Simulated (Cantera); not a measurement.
Aluminium nitride and oxide growth: Al + H2O + N2 + HCl

Input: 1 mol Al, 1 mol H2O, 15 mol N2, 1.1 mol HCl, equilibrated at 1.33 mbar.

Equilibrium computed with Cantera from the NASA thermochemical tables; the gas is ideal and each condensed phase is pure. Candidate condensed phases: Al, AlCl3, AlN, Al2O3, H2O, NH4Cl; 45 gas species. Mutual solubility and eutectic melting of coexisting phases are not modelled. The tables' values for AlCl2, AlOH are old estimates; treat these amounts as uncertain. Condensed phases not in the tables: aluminium oxynitride. The numbers say what is thermodynamically allowed, not how fast it happens.

```tsv
T (K)	log p N2	log p H2	log p HCl	log p H	log p AlCl	log p AlCl3	log p Cl	log p AlCl2	n AlN(s)	n Al2O3(s)
1198	-2.93	-3.98	-4.45	-8.71	-7.25	-4.77	-9.24	-6.77	0.115	0.333
1298	-2.93	-3.98	-4.47	-7.96	-6.08	-4.78	-8.52	-6.07	0.100	0.333
1398	-2.93	-3.98	-4.51	-7.31	-5.12	-4.86	-7.93	-5.52	0.0212	0.333
1498	-2.93	-4.00	-4.38	-6.77	-4.83	-5.14	-7.24	-5.43	0	0.333
1598	-2.93	-4.02	-4.30	-6.29	-4.70	-5.55	-6.66	-5.50	0	0.333
1698	-2.94	-4.04	-4.26	-5.86	-4.65	-6.05	-6.19	-5.65	0	0.333
1798	-2.94	-4.05	-4.26	-5.48	-4.62	-6.57	-5.80	-5.84	0	0.333
1898	-2.94	-4.05	-4.26	-5.13	-4.61	-7.08	-5.47	-6.03	0	0.332
1998	-2.94	-4.07	-4.29	-4.83	-4.60	-7.56	-5.18	-6.23	0	0.331
2098	-2.94	-4.10	-4.34	-4.56	-4.60	-8.04	-4.94	-6.43	0	0.328
```
log p: log10 of the partial pressure in bar; n: condensed amount in mol.

From 1198 K to 1398 K the condensed part is AlN(s) + Al2O3(s). From 1498 K to 2098 K the condensed part is Al2O3(s). The main Al-bearing gas is AlCl3 at 1198 K and AlCl at 2098 K. The share of Al in condensed phases is highest at 1198 K (78.2 %) and lowest at 2098 K (65.6 %).
